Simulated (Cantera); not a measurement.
Cantera with NASA thermochemical tables; ideal gases at 1 bar, condensed phases pure. Values are per mole of reaction as written; species without (g) are pure solids or liquids, kept so even where they would boil at 1 bar.

Q: Between 623 and 1023 K, where is each reaction favourable under standard conditions?
- Cr2O3 + 4 N2O(g) = 7 NO(g) + Cr2N
- Cr2N + 3 NO2(g) = 2 N2(g) + 2 CrO3(g)

A: 
- Cr2O3 + 4 N2O(g) = 7 NO(g) + Cr2N: ΔG° is 961 kJ at 623 K and 733 kJ at 1023 K; it stays positive (K < 1). ΔH° is 1312 kJ and ΔS° 566 J/K at 1023 K.
- Cr2N + 3 NO2(g) = 2 N2(g) + 2 CrO3(g): ΔG° is -643 kJ at 623 K and -690 kJ at 1023 K; it stays negative (K > 1). ΔH° is -574 kJ and ΔS° 113 J/K at 1023 K.
